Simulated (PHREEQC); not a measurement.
0.59 g of hydrous ferric oxide (600 m²/g; 0.2 weak and 0.005 strong sites per Fe, Dzombak-Morel constants, diffuse double layer) in 1 kg of water with 0.01 mol/kgw of an inert sodium salt and 0.0038 mol Na2HAsO4, at 25 °C; the pH is set by adding NaOH or the inert anion's acid. Oxygen is held at 0.21 atm. The system is closed to CO2. Nothing may precipitate in this run.

Base run: PHREEQC, ion-association model, wateq4f.dat. Each further column changes one thing. The table gives As sorbed (%).

```tsv
pH	base	background salt from 0.01 to 0.001 mol/kgw	oxide from 0.59 to 2.9 g/kgw	0.00018 mol/kgw NaH2PO4 added
4	34.8	34.8	100.0	34.4
4.38	34.8	34.8	100.0	34.4
5.12	34.6	34.6	100.0	34.2
5.5	34.4	34.4	100.0	34.0
5.88	34.1	34.0	100.0	33.7
6.62	32.6	32.4	(withheld)	32.2
7	30.9	(withheld)	99.3	30.6
7.38	28.4	28.1	(withheld)	28.1
8.12	22.6	(withheld)	88.8	22.4
8.5	19.6	(withheld)	78.5	19.5
8.88	15.8	15.6	64.3	15.7
9.62	8.4	8.1	37.4	8.4
10	6.5	6.0	(withheld)	6.5
```

Fill in the missing entries.


- 6.62, oxide from 0.59 to 2.9 g/kgw: 99.7
- 7, background salt from 0.01 to 0.001 mol/kgw: 30.7
- 7.38, oxide from 0.59 to 2.9 g/kgw: 98.0
- 8.12, background salt from 0.01 to 0.001 mol/kgw: 22.2
- 8.5, background salt from 0.01 to 0.001 mol/kgw: 19.3
- 10, oxide from 0.59 to 2.9 g/kgw: 29.5

 H3PO4, which wateq4f.dat lacks, is added to it with the constant of phreeqc.dat.
